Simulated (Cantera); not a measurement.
Input: 1 mol CaO, 24 mol HBr, 10 mol O2, equilibrated at 0.0133 bar.

Equilibrium computed with Cantera from the NASA thermochemical tables; the gas is ideal and each condensed phase is pure. Candidate condensed phases: Br2, Ca, CaBr2, CaO, Ca(OH)2, H2O; 19 gas species. Rates play no part.

At 1400 K, list the 6 most abundant gas species with their mole fractions, and the condensed phases.

Br 0.376, H2O 0.281, O2 0.149, HBr 0.1000, Br2 0.0658, CaBr2 0.0276. Condensed: gas only.
